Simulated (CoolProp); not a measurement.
Vapour-liquid equilibrium of R114 (1) + R113 (2) at 0.63 MPa; x and y are mole fractions of (1).

Computed with CoolProp (multi-fluid Helmholtz-energy mixture model, Platzer 1990 and Marx 1992; pair parameters Bell 2016). This equation is an older, rougher fit; its heat capacities, sound speeds and derivatives of the liquid may be far off and weren't checked against measurements.

```csv
x,"bubble temperature, mixture model (K)","bubble temperature, Raoult's law (K)","y, mixture model","y, Raoult's law"
0.05,385.4,384.8,0.116,0.141
0.125,379.7,378.5,0.269,0.313
0.2,374.3,372.9,0.398,0.449
0.275,369.3,367.9,0.506,0.557
0.35,364.7,363.3,0.598,0.645
0.425,360.4,359.2,0.675,0.717
0.5,356.5,355.4,0.740,0.777
0.575,352.9,351.9,0.796,0.827
0.65,349.5,348.7,0.844,0.869
0.725,346.4,345.8,0.885,0.905
0.8,343.5,343.0,0.921,0.936
0.875,340.7,340.4,0.954,0.963
0.95,338.2,338.0,0.982,0.986
```

The largest gap from Raoult's law is +1.4 K in bubble temperature, at x = 0.275. No azeotrope shows between x = 0.05 and 0.95.

Pair parameters are fitted to limited data, so mixtures are less certain than the pure fluids.
